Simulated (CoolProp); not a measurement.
C3F8 (R218) along the isobar 1780 kPa: Z from the reference equation and from simpler models built on Tc = 71.9 °C, pc = 2640 kPa, ω = 0.317; each cubic takes its own stable root.

Values from CoolProp's reference Helmholtz-energy equation of state, Lemmon 2006. It is a short technical equation, of lower accuracy than the large ones.

```
T (°C)   phase  reference  van der Waals  Soave-Redlich-Kwong
------  ------  ---------  -------------  -------------------
-48.25  liquid     0.1077         0.1713               0.1131
-32.15  liquid     0.1043         0.1656               0.1097
-16.05  liquid     0.1019         0.1616               0.1076
-0.05   liquid     0.1005         0.1596               0.1071
16.05   liquid     0.1003         0.1601               0.1084
32.15   liquid     0.1018         0.1648               0.1127
48.25   liquid     0.1070         0.6642               0.1239
64.35      gas     0.6704         0.7248               0.6808
80.45      gas     0.7467         0.7670               0.7504
96.45      gas     0.7963         0.7990               0.7983
112.55     gas     0.8327         0.8246               0.8346
128.65     gas     0.8607         0.8456               0.8631
144.75     gas     0.8829         0.8631               0.8860
160.85     gas     0.9009         0.8779               0.9048
```

At some of these states van der Waals gives the other phase, because its saturation line lies elsewhere.
